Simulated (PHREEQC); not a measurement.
0.1 mol of Gypsum (CaSO4:2H2O) is brought to equilibrium with 1 kg of water, with rising amounts of KNO3, at 20 °C. Oxygen is held at 0.21 atm. No CO2 enters from the air. Only these solids could form: Gypsum.

The numbers come from PHREEQC with the ion-association model, phreeqc.dat.

**Question.** Predict dissolved Ca (mol/kgw), dissolved S (mol/kgw), KSO4- (mol/kgw) at KNO3 added (mol) = 0.208, 0.25, 0.458.

**Answer.** 
| KNO3 added (mol) | dissolved Ca (mol/kgw) | dissolved S (mol/kgw) | KSO4- (mol/kgw) |
|---|---|---|---|
| 0.208 | 0.0257 | 0.0257 | 0.00518 |
| 0.25 | 0.0270 | 0.0270 | 0.00605 |
| 0.458 | 0.0324 | 0.0324 | 0.00987 |

Complexes and solids missing from the database can't appear.
